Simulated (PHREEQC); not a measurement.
# Spent oxide etchant (model solution)

A solution holds 7.9 mmol/kgw NH4HF2, 46.8 mmol/kgw H2SiF6 and 32 mmol/kgw HBF4, at 25 °C. Closed to the air; pH follows from the charge balance.

The numbers come from PHREEQC with the ion-association model, phreeqc.dat.

This is a speciation only: nothing precipitates in the calculation.

### Question
Predict the pH, ionic strength.

### Answer
pH 1.02; ionic strength 0.172 mol/kgw.

### Question
In which forms is B present?

### Answer
BF4- 97 %, BF3OH- 1.9 %, H3BO3 1.4 % of the B.

Complexes and solids missing from the database can't appear. SiF6-2 is the database's only silicon fluoride. Real BF4- forms and hydrolyses slowly; the run takes it at equilibrium.
